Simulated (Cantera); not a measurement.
Charge: 1 mol FeCl3, 0.11 mol HCl, 0.12 mol H2, 16 mol H2O, held at 802 °C and 0.00630 bar.

Method: chemical equilibrium by Gibbs-energy minimisation in Cantera with the NASA 1993 tables (ideal gas, pure condensed phases). Candidate condensed phases: Fe, FeCl2, FeCl3, FeO, Fe(OH)2, Fe(OH)3, Fe2O3, Fe3O4, H2O; 22 gas species. Mutual solubility and eutectic melting of coexisting phases are not modelled. Rates play no part.

Base state: H2O 0.825, HCl 0.175, FeCl2 0.000127, H2 1.37e-5 (mole fractions); condensed: Fe2O3(s) + Fe3O4(s).

What changes in the equilibrium state with this change: H2O from 16 to 0.25 mol?


```json
[
 {"species": "HCl", "before": "0.175", "after": "0.488"},
 {"species": "FeCl3", "before": "6.36e-7", "after": "0.285"},
 {"species": "FeCl2", "before": "0.000127", "after": "0.195"},
 {"species": "H2O", "before": "0.825", "after": "0.00109"},
 {"species": "Cl2", "before": "3.24e-7", "after": "0.0276"},
 {"species": "Fe2Cl4", "before": "<1e-9", "after": "0.000820"},
 {"species": "Fe2Cl6", "before": "<1e-9", "after": "0.000322"},
 {"species": "H2", "before": "1.37e-5", "after": "1.25e-9"},
 {"species": "Fe2O3(s), mol", "before": "0.143", "after": "0.0826"},
 {"species": "Fe3O4(s), mol", "before": "0.237", "after": "0"}
]
```
